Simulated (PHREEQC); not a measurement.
Make-up at 20 °C: 0.0072 mol NaHS, 0.046 mol HCl and 7e-05 mol MnCl2 per kg of water. Closed to the air; pH follows from the charge balance.

Equilibrium calculation in PHREEQC: ion-association model, wateq4f.dat.

No solid was allowed to form.

Task: Order these Mn species by the share of Mn that they hold, largest first: MnCl+, Mn+2, MnCl2.

Result: Mn+2 (91 %), MnCl+ (8.4 %), MnCl2 (0.11 %)

The pH is 1.48 and the ionic strength 0.0462 mol/kgw. The polysulfide entries of wateq4f.dat were taken out for this run.
